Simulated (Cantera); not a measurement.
Si + H2O + H2 (thermal oxidation and active oxidation of silicon)

Charge: 1 mol Si, 1.6 mol H2O, 59 mol H2, equilibrated at 0.0300 bar.

Method: chemical equilibrium by Gibbs-energy minimisation in Cantera with the NASA 1993 tables (ideal gas, pure condensed phases). Candidate condensed phases: H2O, Si, SiO2; 18 gas species. The tables hold silica as quartz up to 1696 K and as liquid above; real silica turns to tridymite and cristobalite and melts near 1996 K. Kinetics and transport are ignored.

```tsv
T (K)	x H2	x SiO	x H2O	x H	x OH	x SiO2	x SiH2	n SiO2(β-quartz)	n SiO2(condensed)
1523	0.993	0.00657	1.66e-5	0.000133	6.86e-11	1.46e-10	1.26e-7	0.599	0
1573	0.993	0.00662	6.40e-5	0.000234	5.44e-10	6.42e-10	4.26e-8	0.596	0
1623	0.993	0.00678	0.000222	0.000398	3.73e-9	2.58e-9	1.59e-8	0.586	0
1673	0.991	0.00724	0.000684	0.000655	2.17e-8	9.51e-9	6.89e-9	0.558	0
1723	0.989	0.00834	0.00180	0.00105	1.04e-7	3.22e-8	3.72e-9	0	0.490
1773	0.984	0.0105	0.00400	0.00163	4.11e-7	1.01e-7	2.55e-9	0	0.355
1823	0.975	0.0143	0.00778	0.00247	1.37e-6	2.95e-7	2.11e-9	0	0.121
1873	0.970	0.0162	0.00972	0.00367	2.85e-6	4.62e-7	2.27e-9	0	0
1923	0.969	0.0162	0.00971	0.00535	4.62e-6	5.06e-7	2.69e-9	0	0
1973	0.966	0.0162	0.00970	0.00766	7.29e-6	5.50e-7	3.15e-9	0	0
```
x: gas mole fraction; n: condensed amount in mol.

From 1523 K to 1673 K the condensed part is SiO2(β-quartz). From 1723 K to 1823 K the condensed part is SiO2(condensed). From 1873 K to 1973 K nothing is condensed. The main Si-bearing gas is SiO throughout.
